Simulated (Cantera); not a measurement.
A perfectly stirred reactor is fed with CH₄ : H₂ : N₂ = 0.017 : 1 : 0.00013 (molar parts), at 97.5 Torr; it is held at 2398 K, and followed from long to short residence time.

Cantera simulation using GRI-Mech 3.0 (53 species, 325 reactions); the numbers are that mechanism's predictions, not measurements. GRI-Mech 3.0 stops at C3 and has no aromatics, soot or wall deposition, so with more carbon than oxygen in the feed, carbon stays in small species such as C2H2 where larger ones or solid carbon would form.

Q: Predict: x(CH₄) at τ = 7.90 s; x(H₂) at τ = 7.90 s; x(H) at τ = 7.90 s; x(C₂H₄) at τ = 7.90 s; x(CH₂) at τ = 7.90 s; x(CH₄) at τ = 57.0 ms; x(H₂) at τ = 57.0 ms; x(H) at τ = 57.0 ms; x(C₂H₄) at τ = 57.0 ms; x(CH₂) at τ = 57.0 ms.

A: 
| Quantity | Result |
|---|---|
| x(CH₄) at τ = 7.90 s | 3.03e-5 |
| x(H₂) at τ = 7.90 s | 0.949 |
| x(H) at τ = 7.90 s | 0.0428 |
| x(C₂H₄) at τ = 7.90 s | 1.04e-6 |
| x(CH₂) at τ = 7.90 s | 1.76e-6 |
| x(CH₄) at τ = 57.0 ms | 0.000308 |
| x(H₂) at τ = 57.0 ms | 0.955 |
| x(H) at τ = 57.0 ms | 0.0367 |
| x(C₂H₄) at τ = 57.0 ms | 1.42e-6 |
| x(CH₂) at τ = 57.0 ms | 1.27e-5 |
